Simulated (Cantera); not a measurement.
A perfectly stirred reactor is fed with 73.7 % H2, 26.3 % O2, at 2670 Pa; it is held at 1450 K, and followed from long to short residence time.

Cantera simulation using the H2/O2 subset of GRI-Mech 3.0, which has no nitrogen chemistry; the numbers are that mechanism's predictions, not measurements. Radical loss at walls, strong at low pressure, is not modelled. The temperature is held fixed by assumption; the heat of reaction is taken as removed at once.

x: mole fraction; the columns are a selection and need not sum to one.

```tsv
τ (s)	x H2	x O2	x O	x H2O2	x HO2
0.41	0.259	0.000756	0.000484	[?]	5.82e-8
0.16	0.246	0.00182	0.00122	[?]	1.33e-7
0.061	0.230	0.00445	0.00303	[?]	3.07e-7
0.023	0.213	0.0101	0.00697	[?]	6.46e-7
0.0089	0.199	0.0193	0.0137	3.16e-7	1.11e-6
0.0034	0.188	0.0301	0.0223	3.33e-7	1.55e-6
0.0013	0.186	0.0398	0.0292	3.26e-7	1.85e-6
0.00050	0.199	0.0498	0.0324	3.16e-7	2.15e-6
0.00019	0.240	0.0680	0.0317	3.02e-7	2.68e-6
```

Question: Complete the blanks.

Answer: 
- 0.41, x H2O2: 7.20e-8
- 0.16, x H2O2: 1.17e-7
- 0.061, x H2O2: 1.83e-7
- 0.023, x H2O2: 2.60e-7
